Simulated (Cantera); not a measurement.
Catalytic stagnation flow on Pt

A jet of 2.58 % CH4, 18.9 % O2, 78.5 % N2, equivalence ratio 0.27 at 300 K and 36.0 Torr hits a platinum plate 8.6 cm away at a mass flux of 0.17 kg/m²/s; the plate temperature is set and raised in steps from an oxygen-covered start.

Model: Deutschmann's 1995 Pt surface mechanism with GRI-Mech 3.0 gas chemistry, integrated in Cantera. Catalytic surfaces can have several steady states; this one follows from the mechanism file's or the stated starting coverage.

```tsv
plate T (K)	wall x CH4	wall x O2	wall x H2O	wall x OH	wall x CO	wall x CO2	θ free Pt	θ O*
950	0.0180	0.172	0.0146	8.92e-8	9.56e-6	0.00961	0.274	0.725
1000	0.0151	0.166	0.0199	2.58e-7	1.09e-5	0.0132	0.344	0.655
1050	0.0126	0.160	0.0246	6.54e-7	1.20e-5	0.0163	0.414	0.585
1100	0.0105	0.156	0.0283	1.48e-6	1.33e-5	0.0188	0.482	0.518
1150	0.00889	0.153	0.0312	3.05e-6	1.47e-5	0.0207	0.547	0.453
1200	0.00765	0.150	0.0334	5.82e-6	1.65e-5	0.0222	0.607	0.392
```
x: mole fraction at the wall; θ: surface coverage.
